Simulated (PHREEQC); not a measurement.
# Buffer: an equilibrium model

A solution holds 1.2 mmol/kgw NaHCO3 and 100 mmol/kgw Na2B4O7, at 20 °C. Closed to the air; pH follows from the charge balance.

Computed with PHREEQC (Pitzer model, pitzer.dat).

This is a speciation only: nothing precipitates in the calculation.

Task: Estimate the pH.

Result: pH 9.23.

Task: In which forms is B present?

Result: B4O5(OH)4-2 31 %, B(OH)4- 26 %, B3O3(OH)4- 25 %, B(OH)3 18 % of the B.

Complexes and solids missing from the database can't appear.
